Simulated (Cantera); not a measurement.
A freely propagating, adiabatic, planar premixed flame of CH3OH : O2 : N2 = 1 : 1.7 : 6.41 (molar parts), unburnt at 473 K and 1.00 bar; mixture-averaged transport, grid criteria slope 0.08 and curve 0.16, no radiation.

Computed with Cantera and GRI-Mech 3.0 (53 species, 325 reactions). GRI-Mech 3.0 was tuned for natural gas; its chemistry of methanol as a main component is partial and can be far from experiment. Burning velocities carry a grid error of a few per cent, more on coarse grids.

Problem. How do the results move with these cheaper or finer settings: unity-Lewis-number transport; multicomponent transport; multicomponent+Soret transport; grid criteria slope 0.5, curve 1; grid criteria slope 0.25, curve 0.5; grid criteria slope 0.03, curve 0.06?

Solution. 
```tsv
setting	laminar burning velocity	thermal thickness	peak x(H2)	peak x(OH)	grid points
as above	73.0 cm/s	0.335 mm	0.0231	0.00936	131
unity-Lewis-number transport	56.2 cm/s	0.403 mm	0.0240	0.00974	129
multicomponent transport	73.4 cm/s	0.341 mm	0.0232	0.00937	132
multicomponent+Soret transport	71.7 cm/s	0.345 mm	0.0220	0.00933	132
grid criteria slope 0.5, curve 1	87.1 cm/s	0.364 mm	0.0240	0.00984	38
grid criteria slope 0.25, curve 0.5	78.2 cm/s	0.344 mm	0.0233	0.00957	55
grid criteria slope 0.03, curve 0.06	71.2 cm/s	0.334 mm	0.0228	0.00925	346
```
The base run took very roughly 18 core-seconds.
Unity Lewis numbers drop preferential diffusion, which matters most where H2 and H carry the flame; Soret adds thermal diffusion.
